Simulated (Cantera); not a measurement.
Low-pressure radical oxidation in H2/O2

A perfectly stirred reactor is fed with 0.768 % H2, 18.7 % O2, 80.5 % N2, equivalence ratio 0.021, at 0.0263 atm; it is held at 1200 K, and followed from long to short residence time.

Computed with Cantera and the H2/O2 subset of GRI-Mech 3.0, which has no nitrogen chemistry. Radical loss at walls, strong at low pressure, is not modelled.

```json
[
 {"τ (s)": "17", "x H2": "8.95e-6", "x O2": "0.184", "x H2O": "0.00765", "x H": "3.98e-6", "x O": "0.000130", "x H2O2": "8.30e-9"},
 {"τ (s)": "4.7", "x H2": "1.93e-5", "x O2": "0.184", "x H2O": "0.00761", "x H": "1.40e-5", "x O": "0.000298", "x H2O2": "1.27e-8"},
 {"τ (s)": "1.3", "x H2": "4.10e-5", "x O2": "0.184", "x H2O": "0.00753", "x H": "4.74e-5", "x O": "0.000663", "x H2O2": "1.77e-8"},
 {"τ (s)": "0.38", "x H2": "8.32e-5", "x O2": "0.183", "x H2O": "0.00739", "x H": "0.000141", "x O": "0.00134", "x H2O2": "2.26e-8"},
 {"τ (s)": "0.11", "x H2": "0.000171", "x O2": "0.183", "x H2O": "0.00713", "x H": "0.000361", "x O": "0.00238", "x H2O2": "2.77e-8"},
 {"τ (s)": "0.030", "x H2": "0.000381", "x O2": "0.182", "x H2O": "0.00664", "x H": "0.000740", "x O": "0.00346", "x H2O2": "3.57e-8"},
 {"τ (s)": "0.0084", "x H2": "0.000928", "x O2": "0.182", "x H2O": "0.00581", "x H": "0.00110", "x O": "0.00371", "x H2O2": "5.10e-8"}
]
```
x: mole fraction; the columns are a selection and need not sum to one.
